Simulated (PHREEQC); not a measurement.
Consider water at 25 °C with 16 mmol/kgw NaHF2. Closed to the air; pH follows from the charge balance.

All values are PHREEQC results (ion-association model, phreeqc.dat), not measurements.

```yaml
pH: 3.16
ionic_strength: 0.0167 mol/kgw
total_alkalinity: -16.0 meq/kg
```

| species | molality | activity | log γ |
|---|---|---|---|
| Na+ | 0.0159 | 0.0140 | -0.055 |
| F- | 0.0158 | 0.0138 | -0.057 |
| HF | 0.0144 | 0.0144 | 0.002 |
| HF2- | 0.000870 | 0.000765 | -0.056 |
| H+ | 0.000775 | 0.000694 | -0.048 |
| NaF | 0.000111 | 0.000112 | 0.002 |

Precipitation was switched off in this run. Species that the database lacks are ignored.
